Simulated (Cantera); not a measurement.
Input: 1 mol Si3N4, 280 mol H2, 0.46 mol N2, held at 1.33 mbar.

Cantera equilibrium calculation (NASA polynomials, part measured and part estimated; ideal gas, pure solids and liquids). Candidate condensed phases: Si, Si3N4; 18 gas species. Mutual solubility and eutectic melting of coexisting phases are not modelled. Gases not in the tables: Si2H6 and higher silanes. Kinetics and transport are ignored.

**Question.** Which condensed phases are stable at each of these points (T (K)): 1348, 1398, 1448, 1498, 1548, 1598, 1648, 1698, 1748, 1798, 1848, 1898?

**Answer.** 
```
T (K)  condensed phases  Si condensed (%)
-----  ----------------  ----------------
1348           Si3N4(s)             100.0
1398   Si(s) + Si3N4(s)             100.0
1448              Si(s)             100.0
1498              Si(s)              99.9
1548              Si(s)              99.7
1598              Si(s)              99.2
1648              Si(s)              97.9
1698              Si(l)              94.9
1748              Si(l)              88.8
1798              Si(l)              76.4
1848              Si(l)              52.1
1898              Si(l)               5.9
```

At 1348 K the condensed part is Si3N4(s). At 1398 K the condensed part is Si(s) + Si3N4(s). From 1448 K to 1648 K the condensed part is Si(s). From 1698 K to 1898 K the condensed part is Si(l).
